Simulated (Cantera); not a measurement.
An isothermal, constant-pressure homogeneous reactor starts with 87.0 % NH3, 13.0 % H2, at 1775 K and 2000 Pa.

Model: the gas-phase N/H chemistry of the illustrative SiF4/NH3 mechanism in the Surface Chemkin manual (1991), integrated in Cantera. Walls and surfaces, which speed up NH3 decomposition in real reactors, are not modelled.

**Question.** Predict: x(NH3) at 50.0 s; x(H2) at 50.0 s; x(H) at 50.0 s; x(NH2) at 50.0 s; x(N2H2) at 50.0 s.

**Answer.** 
```json
{
 "x(NH3) at 50.0 s": "0.0289 (gas-phase equilibrium 1.97e-7)",
 "x(H2) at 50.0 s": "0.746 (gas-phase equilibrium 0.766)",
 "x(H) at 50.0 s": "0.000444 (gas-phase equilibrium 0.00180)",
 "x(NH2) at 50.0 s": "4.55e-5 (gas-phase equilibrium 1.23e-9)",
 "x(N2H2) at 50.0 s": "4.78e-8 (gas-phase equilibrium <1e-12)"
}
```
